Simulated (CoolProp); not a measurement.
Vapour-liquid equilibrium of m-xylene (1) + n-nonane (2) at 235.85 °C; x and y are mole fractions of (1).

Computed with CoolProp (multi-fluid Helmholtz-energy mixture model, Zhou 2012 and Lemmon 2006; pair parameters Bell 2016).

```json
[
 {"x": "0.05", "bubble pressure (kPa)": "641.2", "y at the bubble point": "0.067", "dew pressure at overall composition x (kPa)": "637.1", "liquid density (mol/L)": "4.107"},
 {"x": "0.2", "bubble pressure (kPa)": "683.6", "y at the bubble point": "0.248", "dew pressure at overall composition x (kPa)": "672.5", "liquid density (mol/L)": "4.323"},
 {"x": "0.35", "bubble pressure (kPa)": "718.4", "y at the bubble point": "0.404", "dew pressure at overall composition x (kPa)": "706.8", "liquid density (mol/L)": "4.566"},
 {"x": "0.5", "bubble pressure (kPa)": "745.7", "y at the bubble point": "0.544", "dew pressure at overall composition x (kPa)": "737.6", "liquid density (mol/L)": "4.842"},
 {"x": "0.65", "bubble pressure (kPa)": "765.9", "y at the bubble point": "0.678", "dew pressure at overall composition x (kPa)": "762.3", "liquid density (mol/L)": "5.156"},
 {"x": "0.8", "bubble pressure (kPa)": "778.8", "y at the bubble point": "0.810", "dew pressure at overall composition x (kPa)": "778.0", "liquid density (mol/L)": "5.514"},
 {"x": "0.95", "bubble pressure (kPa)": "783.6", "y at the bubble point": "0.950", "dew pressure at overall composition x (kPa)": "783.6", "liquid density (mol/L)": "5.924"}
]
```

No azeotrope shows between x = 0.05 and 0.95.

The pair parameters rest on a limited set of measurements; away from them the model extrapolates.
